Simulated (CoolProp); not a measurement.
A single-stage vapour-compression cycle with R21: evaporating at 250.15 K (dew point), condensing at 307.15 K (bubble point), superheat 5 K, subcooling 8 K, compressor efficiency 0.9, no pressure losses. Each further row changes one setting.

The numbers come from the reference Helmholtz-energy equation of state, Platzer 1990 in CoolProp. This equation is an older, rougher fit; its heat capacities, sound speeds and derivatives of the liquid may be far off and weren't checked against measurements.

```csv
case,cooling COP,pressure ratio,discharge temperature (K),refrigerating effect (kJ/kg),volumetric capacity (kJ/m³)
as stated,[?],10.0,361.0,208,251
evaporating temperature 255.15 K,[?],[?],354.9,[?],320
condensing temperature 302.15 K,3.81,8.52,[?],214,257
subcooling 13 K,[?],10.0,361.0,214,257
superheat 15 K,3.38,10.0,372.8,214,247
compressor efficiency 0.8,3.04,10.0,[?],208,251
```

Question: Fill in the missing entries.

Answer: 
- as stated, cooling COP: 3.42
- evaporating temperature 255.15 K, cooling COP: 3.89
- evaporating temperature 255.15 K, pressure ratio: 7.80
- evaporating temperature 255.15 K, refrigerating effect (kJ/kg): 211
- condensing temperature 302.15 K, discharge temperature (K): 352.9
- subcooling 13 K, cooling COP: 3.50
- compressor efficiency 0.8, discharge temperature (K): 372.2
